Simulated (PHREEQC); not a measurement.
PHREEQC input (ion-association model, wateq4f.dat):

```
SOLUTION_MASTER_SPECIES
  An  An-  0  An  62.0  # stands for a non-complexing anion
SOLUTION_SPECIES
  An- = An-
    -log_k 0
    -gamma 3.0 0
PHASES
  Fix_H+
    H+ = H+
    -log_k 0
SOLUTION 1
  temp 25
  units mmol/kgw
  pH 7 charge
  S(6) 0.23
  Ag 0.46
  Cl 0.1186
  Zn 0.0033
  Ca 0.056
  Na 10
  An 10
END
SELECTED_OUTPUT 1
  -reset false
  -pH true
  -pe true
  -ionic_strength true
  -water true
  -totals Ag Ca Cl Na S Zn S(-2) S(6)
  -molalities Hfo_wOH Hfo_wOH2+ Hfo_wO- Hfo_sOH Hfo_sOH2+ Hfo_sO- Hfo_sOHCa+2 Hfo_wOCa+ Hfo_sOAg Hfo_wOAg
    Hfo_wSO4- Hfo_wOHSO4-2 Hfo_sOZn+ Hfo_wOZn+
  -saturation_indices Gypsum Portlandite Zn(OH)2-e Zn4(OH)6SO4 Zn5(OH)8Cl2 Cerargyrite Ag2O Ag2SO4 Halite Mirabilite
    Goslarite
USER_PUNCH 1
  -headings sigma psi
  10 PUNCH EDL("sigma", "Hfo"), EDL("psi", "Hfo")
PRINT
  -reset false
USE solution 1
SURFACE 1
  Hfo_wOH 0.00247191 600 1.1
  Hfo_sOH 6.17978e-05
EQUILIBRIUM_PHASES 1
  Fix_H+ -4 HAn 10
    -force_equality true
  O2(g) -0.68 10
END
# ... the last block is repeated for the other 16 points of pH, with NaOH or the acid as the point needs
```

Selected output (columns that matter, 12 of 17 rows; pH added in front):

```
pH	mu	Ag	Ca	Na	S	Zn	si_Gypsum	si_Portlandite	si_Zn(OH)2-e	si_Zn4(OH)6SO4	si_Zn5(OH)8Cl2	si_Cerargyrite	si_Ag2O	si_Halite
4	0.011326	0.00045868	5.6e-05	0.01	5.5754e-08	3.2952e-06	-7.3144	-19.235	-9.162	-34.508	-43.18	2.134	-11.442	-7.8138
4.38	0.011129	0.00045605	5.6e-05	0.01	1.2669e-07	3.2776e-06	-6.9535	-18.474	-8.403	-31.872	-40.143	2.1328	-10.687	-7.8123
5.12	0.010865	0.00043951	5.5998e-05	0.01	9.9086e-07	2.972e-06	-6.0556	-16.992	-6.9638	-26.7	-34.414	2.123	-9.2392	-7.8054
5.5	0.010768	0.00042546	5.5994e-05	0.01	3.3974e-06	2.4054e-06	-5.519	-16.231	-6.2952	-24.249	-31.82	2.114	-8.5082	-7.7998
6.25	0.010669	0.00040263	5.5971e-05	0.01	3.7423e-05	8.6889e-07	-4.4768	-14.732	-5.2387	-20.48	-28.019	2.0981	-7.058	-7.7906
6.62	0.010674	0.00039206	5.5939e-05	0.01	8.7421e-05	3.9526e-07	-4.1103	-13.994	-4.8439	-19.272	-26.776	2.0902	-6.3425	-7.7864
7.38	0.010688	0.00034019	5.54e-05	0.010003	0.0002007	3.9469e-08	-3.7575	-12.483	-4.3381	-18.408	-25.725	2.0469	-4.9515	-7.7652
7.75	0.010772	0.00028459	5.3483e-05	0.01014	0.00022237	9.7788e-09	-3.73	-11.759	-4.225	-18.651	-25.852	1.9901	-4.3723	-7.7359
8.5	0.010819	0.0001309	2.707e-05	0.010429	0.00022966	8.5382e-10	-4.0114	-10.556	-4.071	-19.521	-26.44	1.7151	-3.565	-7.6524
8.88	0.010834	7.0453e-05	9.0371e-06	0.010568	0.00022993	5.3758e-10	-4.4869	-10.272	-3.9968	-19.983	-26.767	1.4726	-3.352	-7.6157
9.62	0.010926	1.5937e-05	4.8089e-07	0.010785	0.00022999	5.6728e-10	-5.7619	-10.067	-3.8643	-20.933	-27.526	0.8508	-3.1741	-7.5778
10	0.011033	7.0345e-06	1.0311e-07	0.010942	0.00023	6.9334e-10	-6.4326	-9.9767	-3.7776	-21.347	-27.843	0.4976	-3.1301	-7.5669
```

Along this series the solution becomes supersaturated in solids that the run did not let form, among them Cerargyrite.
